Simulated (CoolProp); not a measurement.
Saturated liquid density (kg/m³) of carbon dioxide: the reference equation beside estimates from Tc = 31.0 °C, pc = 7377 kPa, ω = 0.224. Rackett uses Z = 0.29056 − 0.08775 ω.

The numbers come from the reference Helmholtz-energy equation of state, Span 1996 in CoolProp.

| T (°C) | reference | Rackett | van der Waals | Soave-Redlich-Kwong |
|---|---|---|---|---|
| -35.25 | 1097 | 1103 | 675.6 | 1000.0 |
| -31.85 | 1083 | 1089 | 667.0 | 984.5 |
| -28.45 | 1069 | 1075 | 658.1 | 968.5 |
| -25.05 | 1054 | 1061 | 648.9 | 951.8 |
| -21.65 | 1039 | 1046 | 639.4 | 934.5 |
| -18.25 | 1024 | 1030 | 629.6 | 916.5 |
| -14.85 | 1007 | 1014 | 619.4 | 897.8 |
| -11.45 | 990.4 | 997.3 | 608.8 | 878.2 |
| -8.05 | 972.7 | 979.9 | 597.8 | 857.6 |
| -4.65 | 954.3 | 961.8 | 586.3 | 836.0 |
| -1.25 | 934.8 | 942.8 | 574.2 | 813.3 |
| 2.15 | 914.3 | 922.7 | 561.4 | 789.2 |

Absolute difference from the reference over all 12 rows, mean and median: Rackett 0.7 and 0.7 %, van der Waals 38.5 and 38.5 %, Soave-Redlich-Kwong 10.9 and 10.7 %.
